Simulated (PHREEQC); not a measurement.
## City or well water: an equilibrium model

Synthetic water in mg/kgw, 25 °C, pH 8.35, pe 8.7:

```
constituent         mg/kgw
------------------  ------
Na                     203
K                     26.8
Ca                    27.5
Mg                    46.9
Cl                    40.6
S(6) as SO4            423
Alkalinity as HCO3     314
Ba                   0.239
Cu(2)                   25
```

Na is adjusted to close the charge balance.
Valence states are taken as typed.

All values are PHREEQC results (ion-association model, wateq4f.dat), not measurements.

- ionic strength = 0.0186 mol/kgw

| species | molality | activity | log γ |
|---|---|---|---|
| Na+ | 0.00828 | 0.00725 | -0.058 |
| HCO3- | 0.00404 | 0.00355 | -0.056 |
| SO4-2 | 0.00373 | 0.00220 | -0.228 |
| Mg+2 | 0.00142 | 0.000855 | -0.220 |
| Cl- | 0.00114 | 0.000998 | -0.060 |
| K+ | 0.000675 | 0.000588 | -0.060 |
| Ca+2 | 0.000516 | 0.000308 | -0.224 |
| MgSO4 | 0.000440 | 0.000442 | 0.002 |
| Cu(OH)2 | 0.000324 | 0.000325 | 0.002 |
| CaSO4 | 0.000135 | 0.000135 | 0.002 |
| NaSO4- | 9.11e-5 | 8.01e-5 | -0.056 |
| CO3-2 | 6.25e-5 | 3.73e-5 | -0.224 |
| CuCO3 | 6.20e-5 | 6.22e-5 | 0.002 |
| MgHCO3+ | 4.07e-5 | 3.55e-5 | -0.059 |

No solid was allowed to form. Examples of supersaturated solids here: Malachite, Cu(OH)2. Others may be too. Complexes and solids missing from the database can't appear. The database's constant for dissolved Cu(OH)2 is higher than later reviews accept.
